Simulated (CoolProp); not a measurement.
Vinyl chloride along the isotherm 430 K: density (kg/m³) from the reference equation and from simpler models built on Tc = 425.0 K, pc = 5.600 MPa, ω = 0.160; each cubic takes its own stable root.

Computed with CoolProp (reference Helmholtz-energy equation of state, Thol 2022).

```csv
p (MPa),phase,reference,van der Waals,Redlich-Kwong,Soave-Redlich-Kwong,Peng-Robinson
0.177,gas,3.125,3.123,3.127,3.127,3.131
0.286,gas,5.081,5.075,5.086,5.086,5.096
0.462,gas,8.294,8.277,8.306,8.305,8.332
0.747,gas,13.65,13.60,13.68,13.67,13.75
1.21,gas,22.78,22.64,22.86,22.85,23.05
1.95,gas,38.74,38.32,38.93,38.91,39.48
3.15,gas,69.78,68.24,70.14,70.05,71.83
5.09,gas,153.8,145.0,152.6,151.7,159.3
8.22,supercritical,573.4,412.0,488.1,484.7,535.3
13.3,supercritical,653.5,473.4,581.2,579.4,643.4
21.5,supercritical,712.3,520.4,654.5,653.3,726.8
34.7,supercritical,766.4,562.5,722.5,721.6,802.8
56,supercritical,820.8,601.9,788.2,787.7,875.6
```
